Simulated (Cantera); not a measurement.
**Premixed flame**

A freely propagating, adiabatic, planar premixed flame of 5.19 % CO, 4.36 % H₂, 3.12 % CH₄, 16.7 % O₂, 56.6 % N₂, 14.0 % CO₂, equivalence ratio 0.66, unburnt at 548 K and 0.133 bar; multicomponent+Soret transport, grid criteria slope 0.08 and curve 0.16, no radiation.

Computed with Cantera and GRI-Mech 3.0 (53 species, 325 reactions). Burning velocities carry a grid error of a few per cent, more on coarse grids.

| z (mm) | T (K) | u (m/s) | x CO | x H₂ | x CH₄ | x CH₂ | x CH₂O | x H₂O |
|---|---|---|---|---|---|---|---|---|
| -10.5 | 548 | 1.11 | 0.0520 | 0.0435 | 0.0312 | <1e-8 | <1e-8 | 2.03e-7 |
| -7.03 | 548 | 1.11 | 0.0520 | 0.0428 | 0.0312 | <1e-8 | 2.39e-8 | 4.35e-6 |
| -5.27 | 548 | 1.11 | 0.0521 | 0.0416 | 0.0312 | <1e-8 | 2.90e-7 | 3.25e-5 |
| -3.52 | 552 | 1.12 | 0.0522 | 0.0382 | 0.0311 | <1e-8 | 6.58e-6 | 0.000468 |
| -1.76 | 650 | 1.31 | 0.0524 | 0.0300 | 0.0283 | 5.25e-8 | 6.07e-5 | 0.00947 |
| -0.879 | 864 | 1.74 | 0.0545 | 0.0247 | 0.0203 | 4.33e-7 | 0.000160 | 0.0305 |
| 0 | 1172 | 2.36 | 0.0580 | 0.0176 | 0.00596 | 2.42e-6 | 0.000226 | 0.0651 |
| 0.879 | 1321 | 2.66 | 0.0513 | 0.00938 | 0.000434 | 3.70e-7 | 3.00e-5 | 0.0860 |
| 1.76 | 1378 | 2.77 | 0.0425 | 0.00588 | 1.79e-5 | 1.90e-8 | 1.46e-6 | 0.0916 |
| 3.52 | 1448 | 2.89 | 0.0325 | 0.00482 | 3.29e-8 | <1e-8 | <1e-8 | 0.0935 |
| 7.03 | 1530 | 3.04 | 0.0263 | 0.00430 | <1e-8 | <1e-8 | <1e-8 | 0.0960 |
| 14.1 | 1614 | 3.19 | 0.0220 | 0.00333 | <1e-8 | <1e-8 | <1e-8 | 0.0998 |
| 28.1 | 1693 | 3.32 | 0.0167 | 0.00229 | <1e-8 | <1e-8 | <1e-8 | 0.103 |
x: mole fraction of selected species; z is measured from the peak of heat release.

| Property | Result |
|---|---|
| laminar burning velocity | 111 cm/s |
| thermal thickness | 3.52 mm |
| peak x(CH₂) | 2.44e-6 |
| peak x(CH₂O) | 0.000260 |
| grid points | 157 |
